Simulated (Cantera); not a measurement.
Input: 1 mol B, 1.2 mol N2, held at 1402 °C and 24.0 Pa.

Cantera equilibrium calculation (NASA polynomials, part measured and part estimated; ideal gas, pure solids and liquids). Candidate condensed phases: B, BN; 5 gas species. Rates play no part.

Base state: N2 1.00 (mole fractions); condensed: BN(s).

### Question
What changes in the equilibrium state with this change: B replaced by BF3?

### Answer
| species | before | after |
|---|---|---|
| N2 | 1.00 | 0.545 |
| BF3 | 0 | 0.454 |
| F | 0 | 9.64e-5 |
| BF2 | 0 | 9.63e-5 |
| BN(s), mol | 1.00 | 0 |
The tables' values for BF2 are old estimates; treat these amounts as uncertain.

### Question
What changes in the equilibrium state with this change: temperature from 1402 °C to 2200 °C?

### Answer
```csv
species,before,after
N2,1.00,0.720
B,3.29e-8,0.278
BN,1.54e-9,0.00147
B2,<1e-9,4.76e-5
N,<1e-9,1.24e-5
"BN(s), mol",1.00,0
"B(l), mol",0,0.535
```
